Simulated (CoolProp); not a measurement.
Model: reference Helmholtz-energy equation of state, Wagner 2002, in CoolProp.

### Question
Give the vapour pressure (bar), vapour Z, liquid conductivity (mW/(m K)) of saturated water at 535.4 K.

### Answer
```
T (K)  p (bar)  vapour Z  liquid conductivity (mW/(m K))
-----  -------  --------  ------------------------------
535.4     48.7     0.799                             603
```

Thermal conductivity comes from a separate model (Huber 2012).
